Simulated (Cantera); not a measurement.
A closed system holds: 1 mol Cu2O, 3.6 mol C, 1.2 mol CO, at 100000 Pa.

Equilibrium computed with Cantera from the NASA thermochemical tables; the gas is ideal and each condensed phase is pure. Candidate condensed phases: C, Cu, CuO, Cu2O; 15 gas species. The numbers say what is thermodynamically allowed, not how fast it happens.

x: gas mole fraction; n: condensed amount in mol.

```tsv
T (°C)	x CO	x Cu	x Cu2	x CO2	x C3	x C2O	n C(graphite)	n Cu(l)
1250	0.999	1.20e-5	5.46e-9	0.000543	<1e-12	<1e-12	2.60	2.00
1350	1.000	5.55e-5	4.51e-8	0.000244	<1e-12	___	2.60	2.00
1450	1.000	0.000213	2.88e-7	0.000121	<1e-12	___	2.60	2.00
1550	0.999	0.000704	1.49e-6	6.50e-5	<1e-12	___	2.60	2.00
1650	0.998	0.00204	6.42e-6	3.74e-5	3.85e-12	___	2.60	2.00
1750	0.995	0.00532	2.37e-5	2.27e-5	4.85e-11	___	2.60	1.99
1850	0.987	0.0126	7.71e-5	1.44e-5	4.79e-10	___	2.60	1.97
1950	0.972	0.0276	0.000224	9.34e-6	3.83e-9	___	2.60	1.94
2050	0.943	0.0563	0.000588	6.12e-6	2.55e-8	___	2.60	1.87
2150	0.891	0.108	0.00142	3.93e-6	1.44e-7	___	2.60	1.73
```

**Question.** What belongs in the gaps?

**Answer.** 
- 1350, x C2O: 6.91e-12
- 1450, x C2O: 3.94e-11
- 1550, x C2O: 1.85e-10
- 1650, x C2O: 7.42e-10
- 1750, x C2O: 2.58e-9
- 1850, x C2O: 7.96e-9
- 1950, x C2O: 2.20e-8
- 2050, x C2O: 5.46e-8
- 2150, x C2O: 1.22e-7
